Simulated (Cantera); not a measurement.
A Cantera script and what it prints.

```python
import numpy as np
import cantera as ct

gas_names = """
    C CH CH2 CH3 CH2OH CH3O CH4 CH3OH CO CO2 COOH C2 C2H CHCO,ketyl C2H2,acetylene C2H2,vinylidene
    CH2CO,ketene C2H3,vinyl CH3CO,acetyl C2H4 C2H4O,ethylen CH3CHO,ethanal CH3COOH (HCOOH)2 C2H5 C2H6
    CH3OCH3 C2H5OH C2O C3 C3H3,propargyl C3H4,allene C3H4,propyne C3H4,cyclo- C3H5,allyl C3H6,propylene
    C3H6,cyclo- C3H6O C3H7,n-propyl C3H7,i-propyl C3H8 C3H8O,1propanol C3H8O,2propanol C3O2 C4 C4H2
    C4H4,1,3-cyclo- C4H6,butadiene C4H6,2-butyne C4H6,cyclo- C4H8,1-butene C4H8,cis2-buten
    C4H8,tr2-butene C4H8,isobutene C4H8,cyclo- (CH3COOH)2 C4H9,n-butyl C4H9,i-butyl C4H9,s-butyl
    C4H9,t-butyl C4H10,isobutane C4H10,n-butane C5 C5H6,1,3cyclo- C5H8,cyclo- C5H10,1-pentene
    C5H10,cyclo- C5H11,pentyl C5H11,t-pentyl C5H12,n-pentane C5H12,i-pentane CH3C(CH3)2CH3 C6H2
    C6H5,phenyl C6H5O,phenoxy C6H6 C6H5OH,phenol C6H10,cyclo- C6H12,1-hexene C6H12,cyclo- C6H13,n-hexyl
    C7H7,benzyl C7H8 C7H8O,cresol C7H14,1-heptene C7H15,n-heptyl C7H16,n-heptane C8H8,styrene
    C8H10,ethylbenz C8H16,1-octene C8H17,n-octyl C8H18,isooctane C8H18,n-octane C9H19,n-nonyl
    C10H8,naphthale C10H21,n-decyl C12H9,o-bipheny C12H10,bipheny Cu CuO Cu2 H HCO HO2 H2
    HCHO,formaldehy HCOOH H2O H2O2 O OH O2 O3
""".split()
cond_names = """
    C(gr) C6H6(L) C7H8(L) C8H18(L),n-octa Cu(cr) Cu(L) CuO(s) CuO2H2(s) Cu2O(s) Cu2O(L) H2O(s) H2O(L)
""".split()


def load(file, names, dense=False):
    # The tables refer to 1 bar. Condensed volumes are neglected.
    table = {s.name: s for s in ct.Species.list_from_file(file)}
    out = []
    for n in names:
        d = dict(table[n].input_data)
        d["thermo"] = dict(d["thermo"], **{"reference-pressure": 1e5})
        if dense:
            d["equation-of-state"] = {"model": "constant-volume", "density": "1e6 g/cm^3"}
        out.append(ct.Species.from_dict(d))
    return out


gas = ct.Solution(thermo="ideal-gas", species=load("nasa_gas.yaml", gas_names))
cond = {s.name: ct.Solution(thermo="fixed-stoichiometry", species=[s], name=s.name)
        for s in load("nasa_condensed.yaml", cond_names, dense=True)}
atoms = {
    'Cu2O': {'Cu': 2, 'O': 1},
    'C': {'C': 1},
    'H2': {'H': 2},
    'CO': {'C': 1, 'O': 1},
}
top_T = {'C(gr)': 4500, 'CuO(s)': 1390}  # K; cautious upper limits of use, not melting points


def equilibrate(T, P, feed):
    n = {}
    for name, mol in feed.items():
        for a, k in atoms[name].items():
            n[a] = n.get(a, 0.0) + k * mol
    gas.TPX = T, P, n
    mass = sum(n.values()) * gas.mean_molecular_weight
    gas.equilibrate("TP")
    valid = [c for c in cond.values() if c.min_temp <= T <= top_T.get(c.name, c.max_temp)]
    mix = ct.Mixture([(gas, mass / gas.mean_molecular_weight)] + [(c, 0.0) for c in valid])
    mix.T, mix.P = T, P
    mix.equilibrate("TP", solver="vcs", rtol=1e-11, max_steps=5000)
    return mix


results = []
feed = {'Cu2O': 1, 'C': 1.1, 'H2': 7.6, 'CO': 3.3}  # mol
P = 24000  # Pa
for T in [950, 1050, 1150, 1250, 1350, 1450, 1550, 1650, 1750, 1850, 1950, 2050, 2150, 2250]:
    mix = equilibrate(T, P, feed)
    results.append((T, P, feed, dict(zip(mix.species_names, mix.species_moles))))

top = {s: max(r[3][s] / sum(r[3][g] for g in gas_names) for r in results) for s in gas_names}
cols = sorted((s for s in top if top[s] > 1e-05), key=lambda s: -top[s])[:7]
seen = [c for c in cond_names if any(r[3].get(c, 0) > 1e-12 for r in results)]
print("log10 of partial pressures in bar; condensed amounts in mol")
print(f"{'T/K':>10s}" + "".join(f"{s[:9]:>10s}" for s in cols + seen))
for T, P, feed, n in results:
    ng = sum(n[g] for g in gas_names)
    print(f"{T:10.4g}" + "".join(f"{np.log10(max(n[s] / ng * P / 1e5, 1e-99)):10.3f}" for s in cols)
          + "".join(f"{n.get(c, 0):10.4g}" for c in seen))
```

Output:

```
log10 of partial pressures in bar; condensed amounts in mol
       T/K        H2        CO        Cu       H2O       CO2       CH4         H     C(gr)    Cu(cr)     Cu(L)
       950    -0.825    -1.162   -11.724    -2.016    -2.100    -2.425    -9.667    0.7295         2         0
      1050    -0.819    -1.079    -9.978    -2.640    -2.829    -2.881    -8.501    0.2194         2         0
      1150    -0.817    -1.065    -8.539    -3.211    -3.534    -3.264    -7.536    0.1179         2         0
      1250    -0.816    -1.063    -7.334    -3.700    -4.142    -3.590    -6.723    0.1007         2         0
      1350    -0.815    -1.062    -6.310    -4.119    -4.659    -3.869    -6.030   0.09814         2         0
      1450    -0.815    -1.062    -5.464    -4.480    -5.103    -4.111    -5.432   0.09811         0         2
      1550    -0.815    -1.062    -4.731    -4.793    -5.487    -4.321    -4.909   0.09834         0     1.999
      1650    -0.815    -1.062    -4.090    -5.068    -5.822    -4.506    -4.449   0.09824         0     1.996
      1750    -0.815    -1.062    -3.525    -5.312    -6.118    -4.670    -4.041   0.09745         0     1.985
      1850    -0.817    -1.064    -3.022    -5.530    -6.381    -4.818    -3.677   0.09541         0     1.952
      1950    -0.821    -1.067    -2.573    -5.730    -6.620    -4.954    -3.351   0.09121         0     1.865
      2050    -0.830    -1.075    -2.169    -5.920    -6.844    -5.088    -3.059    0.0835         0      1.65
      2150    -0.849    -1.093    -1.804    -6.113    -7.066    -5.230    -2.799   0.07036         0     1.153
      2250    -0.890    -1.131    -1.473    -6.333    -7.311    -5.405    -2.574    0.0493         0  0.008604
```

Equilibrium computed with Cantera from the NASA thermochemical tables; the gas is ideal and each condensed phase is pure.
